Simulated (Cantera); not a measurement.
A freely propagating, adiabatic, planar premixed flame of H₂ : O₂ : N₂ = 1 : 0.263 : 1.11 (molar parts), equivalence ratio 1.9, unburnt at 600 K and 200000 Pa; mixture-averaged transport, grid criteria slope 0.08 and curve 0.16, no radiation.

Model: the H2/O2 subset of GRI-Mech 3.0, which has no nitrogen chemistry, integrated in Cantera. Burning velocities carry a grid error of a few per cent, more on coarse grids.

How do the results move with these cheaper or finer settings: unity-Lewis-number transport; multicomponent transport; multicomponent+Soret transport; grid criteria slope 0.5, curve 1; grid criteria slope 0.25, curve 0.5; grid criteria slope 0.03, curve 0.06?


```csv
setting,laminar burning velocity,thermal thickness,peak x(H),peak x(H₂O₂),grid points
as above,868 cm/s,0.187 mm,0.0736,1.88e-5,120
unity-Lewis-number transport,526 cm/s,0.165 mm,0.0748,9.87e-6,112
multicomponent transport,849 cm/s,0.188 mm,0.0734,1.87e-5,120
multicomponent+Soret transport,818 cm/s,0.184 mm,0.0725,1.97e-5,120
"grid criteria slope 0.5, curve 1",1020 cm/s,0.273 mm,0.0759,1.52e-5,38
"grid criteria slope 0.25, curve 0.5",901 cm/s,0.210 mm,0.0745,1.67e-5,57
"grid criteria slope 0.03, curve 0.06",858 cm/s,0.181 mm,0.0731,1.96e-5,269
```
Unity Lewis numbers drop preferential diffusion, which matters most where H2 and H carry the flame; Soret adds thermal diffusion.
